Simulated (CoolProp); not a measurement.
Vapour-liquid equilibrium of carbon dioxide (1) + hydrogen sulfide (2) at 254.4 K; x and y are mole fractions of (1).

Computed with CoolProp (multi-fluid Helmholtz-energy mixture model, Span 1996 and Lemmon 2006; pair parameters Kunz 2012).

**Question.** Give the bubble pressure and the first vapour's composition at x = 0.45, 0.75, 0.95. Is there an azeotrope?

**Answer.** x = 0.45: 1.572 MPa, y = 0.727; x = 0.75: 1.864 MPa, y = 0.849; x = 0.95: 2.018 MPa, y = 0.962. No azeotrope shows between x = 0.05 and 0.95.

The pair parameters rest on a limited set of measurements; away from them the model extrapolates.
